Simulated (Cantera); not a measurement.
Charge: 1 mol SiH₄, 1.3 mol C₂H₄, 3.3 mol H₂, 0.043 mol H₂O, held at 0.430 bar.

Equilibrium computed with Cantera from the NASA thermochemical tables; the gas is ideal and each condensed phase is pure. Candidate condensed phases: C, C₆H₆, C₇H₈, C₈H₁₈, H₂O, Si, SiC, SiO₂; 123 gas species. Gases not in the tables: Si₂H₆ and higher silanes. Kinetics and transport are ignored.

Problem. At 2277 °C, list the 6 most abundant gas species with their mole fractions, and the condensed phases.

Solution. H₂ 0.929, H 0.0458, C₂H₂ (acetylene) 0.0124, CO 0.00510, Si 0.00428, SiC₂ 0.00128. Condensed: C(graphite) + SiC(s).
